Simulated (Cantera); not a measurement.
An isothermal, constant-pressure homogeneous reactor starts with 0.368 % CO, 7.36 % O2, 0.248 % H2O, 92.0 % N2, at 1200 K and 0.360 bar.

Cantera simulation using GRI-Mech 3.0 (53 species, 325 reactions); the numbers are that mechanism's predictions, not measurements.

x: mole fraction; the columns are a selection and need not sum to one.

```
t (s)         x CO    x O2    x H2O     x HO2      x NO    x H2O2
--------  --------  ------  -------  --------  --------  --------
3.00e-5    0.00368  0.0736  0.00248    <1e-12    <1e-12    <1e-12
7.27e-5    0.00368  0.0736  0.00248  1.98e-12    <1e-12    <1e-12
0.000176   0.00368  0.0736  0.00248  5.05e-12    <1e-12    <1e-12
0.000428   0.00368  0.0736  0.00248  1.59e-11    <1e-12    <1e-12
0.00104    0.00368  0.0736  0.00248  8.96e-11    <1e-12    <1e-12
0.00251    0.00368  0.0736  0.00248  9.92e-10    <1e-12    <1e-12
0.00609    0.00368  0.0736  0.00248       ___    <1e-12  5.03e-12
0.0148     0.00343  0.0734  0.00246   1.54e-6  1.63e-10   2.53e-8
0.0358    0.000977  0.0723  0.00245   1.56e-6   2.43e-8   4.26e-8
0.0868    0.000186  0.0720  0.00248       ___   4.14e-8   1.52e-8
0.211      3.13e-5  0.0719  0.00248       ___   4.95e-8   3.64e-9
0.510      4.76e-6  0.0719  0.00249       ___   5.32e-8  7.52e-10
1.24       6.36e-7  0.0719  0.00249       ___   5.50e-8  1.58e-10
3.00       6.48e-8  0.0719  0.00249       ___   5.59e-8  4.07e-11
```

Question: What belongs in the gaps?

Answer: 
- 0.00609, x HO2: 2.85e-8
- 0.0868, x HO2: 5.88e-7
- 0.211, x HO2: 1.63e-7
- 0.510, x HO2: 3.51e-8
- 1.24, x HO2: 6.98e-9
- 3.00, x HO2: 1.78e-9
